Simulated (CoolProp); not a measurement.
Vapour-liquid equilibrium of ethane (1) + hydrogen sulfide (2) at 9.45 °C; x and y are mole fractions of (1).

Computed with CoolProp (multi-fluid Helmholtz-energy mixture model, Bücker 2006 and Lemmon 2006; pair parameters Kunz 2012).

```json
[
 {"x": "0.05", "bubble pressure (MPa)": "1.660", "y at the bubble point": "0.196", "dew pressure at overall composition x (MPa)": "1.418", "liquid density (mol/L)": "22.85"},
 {"x": "0.125", "bubble pressure (MPa)": "(withheld)", "y at the bubble point": "0.352", "dew pressure at overall composition x (MPa)": "1.533", "liquid density (mol/L)": "21.48"},
 {"x": "0.2", "bubble pressure (MPa)": "(withheld)", "y at the bubble point": "0.440", "dew pressure at overall composition x (MPa)": "1.667", "liquid density (mol/L)": "(withheld)"},
 {"x": "0.275", "bubble pressure (MPa)": "2.435", "y at the bubble point": "0.500", "dew pressure at overall composition x (MPa)": "1.822", "liquid density (mol/L)": "19.11"},
 {"x": "0.35", "bubble pressure (MPa)": "2.575", "y at the bubble point": "0.546", "dew pressure at overall composition x (MPa)": "2.003", "liquid density (mol/L)": "18.07"},
 {"x": "0.425", "bubble pressure (MPa)": "2.688", "y at the bubble point": "0.586", "dew pressure at overall composition x (MPa)": "2.210", "liquid density (mol/L)": "17.12"},
 {"x": "0.5", "bubble pressure (MPa)": "2.783", "y at the bubble point": "0.625", "dew pressure at overall composition x (MPa)": "2.436", "liquid density (mol/L)": "16.25"},
 {"x": "0.575", "bubble pressure (MPa)": "2.865", "y at the bubble point": "0.665", "dew pressure at overall composition x (MPa)": "(withheld)", "liquid density (mol/L)": "15.46"},
 {"x": "0.65", "bubble pressure (MPa)": "2.934", "y at the bubble point": "0.708", "dew pressure at overall composition x (MPa)": "2.837", "liquid density (mol/L)": "14.75"},
 {"x": "0.725", "bubble pressure (MPa)": "(withheld)", "y at the bubble point": "0.757", "dew pressure at overall composition x (MPa)": "2.955", "liquid density (mol/L)": "14.13"},
 {"x": "0.8", "bubble pressure (MPa)": "3.021", "y at the bubble point": "0.811", "dew pressure at overall composition x (MPa)": "3.016", "liquid density (mol/L)": "13.58"},
 {"x": "0.875", "bubble pressure (MPa)": "3.030", "y at the bubble point": "0.874", "dew pressure at overall composition x (MPa)": "3.030", "liquid density (mol/L)": "13.11"},
 {"x": "0.95", "bubble pressure (MPa)": "3.011", "y at the bubble point": "0.946", "dew pressure at overall composition x (MPa)": "3.009", "liquid density (mol/L)": "(withheld)"}
]
```

Problem. What belongs in the gaps?

Solution. 
- 0.125, bubble pressure (MPa): 2.008
- 0.2, bubble pressure (MPa): 2.254
- 0.2, liquid density (mol/L): 20.24
- 0.575, dew pressure at overall composition x (MPa): 2.657
- 0.725, bubble pressure (MPa): 2.987
- 0.95, liquid density (mol/L): 12.71

y crosses x between x = 0.8 and 0.875: the model has an azeotrope there.

Pair parameters are fitted to limited data, so mixtures are less certain than the pure fluids.
